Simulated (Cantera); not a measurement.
Input: 1 mol Si, 3.3 mol NF₃, 0.23 mol H₂, held at 773.15 K and 13.0 Pa.

Equilibrium computed with Cantera from the NASA thermochemical tables; the gas is ideal and each condensed phase is pure. Candidate condensed phases: Si, Si₃N₄; 37 gas species. Rates play no part.

Base state: F₂ 0.281, F 0.252, N₂ 0.247, SiF₄ 0.150, HF 0.0690, NF₃ 0.000387 (mole fractions); condensed: gas only.

What changes in the equilibrium state with this change: H₂ from 0.23 to 0.49 mol?


```json
[
 {"species": "F₂", "before": "0.281", "after": "0.240"},
 {"species": "N₂", "before": "0.247", "after": "0.239"},
 {"species": "F", "before": "0.252", "after": "0.233"},
 {"species": "HF", "before": "0.0690", "after": "0.142"},
 {"species": "SiF₄", "before": "0.150", "after": "0.145"},
 {"species": "NF₃", "before": "0.000387", "after": "0.000300"}
]
```

What changes in the equilibrium state with this change: temperature from 773.15 K to 1773 K?


```json
[
 {"species": "F", "before": "0.252", "after": "0.636"},
 {"species": "N₂", "before": "0.247", "after": "0.193"},
 {"species": "SiF₄", "before": "0.150", "after": "0.117"},
 {"species": "F₂", "before": "0.281", "after": "8.95e-7"},
 {"species": "HF", "before": "0.0690", "after": "0.0538"},
 {"species": "NF₃", "before": "0.000387", "after": "<1e-9"}
]
```
